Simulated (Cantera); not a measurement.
Feed: 1 mol CH3Cl, held at 3475 K and 23.0 mbar.

Cantera equilibrium calculation (NASA polynomials, part measured and part estimated; ideal gas, pure solids and liquids). Candidate condensed phases: C, C6H6, C7H8, C8H18; 91 gas species. The tables' values for CCl are old estimates; treat these amounts as uncertain. Rates play no part.

Base state: H 0.625, Cl 0.220, C3 0.0500, C 0.0393, H2 0.0289, C2 0.0154, HCl 0.0153, C2H 0.00514 (mole fractions); condensed: gas only.

Problem. What changes in the equilibrium state with this change: CH3Cl replaced by C2F6?

Solution. 
| species | before | after |
|---|---|---|
| F | 0 | 0.814 |
| CF | 0 | 0.0784 |
| C3 | 0.0500 | 0.0486 |
| H | 0.625 | 0 |
| Cl | 0.220 | 0 |
| H2 | 0.0289 | 0 |
| HCl | 0.0153 | 0 |
| C2 | 0.0154 | 0.0151 |
| C | 0.0393 | 0.0390 |
| C2H | 0.00514 | 0 |
| CF2 | 0 | 0.00434 |
| C2H2 (acetylene) | 0.000773 | 0 |
The feed counts by its element totals alone.
